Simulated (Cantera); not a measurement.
Gas mixture: 44.1 % H₂, 55.9 % N₂, at 0.424 atm, frozen composition.

Cantera's kinetic-theory transport with the Lennard-Jones parameters of GRI-Mech 3.0, ideal gas; thermal conductivity in the multicomponent form.

One state of this run: ρ (kg/m³) = 0.0713; cp (J/kg/K) = 1965; μ (µPa s) = 44.9; λ (mW/m/K) = 192; Pr = 0.460; D (cm²/s) NH₃ = 9.14; D (cm²/s) H₂ = 18.6; D (cm²/s) CH₃ = 8.13. D: mixture-averaged diffusion coefficient of that species in the mixture.

Which value of T (K) does it belong to?
A. 400
B. 1400
C. 1000
D. 1200

D, 1200
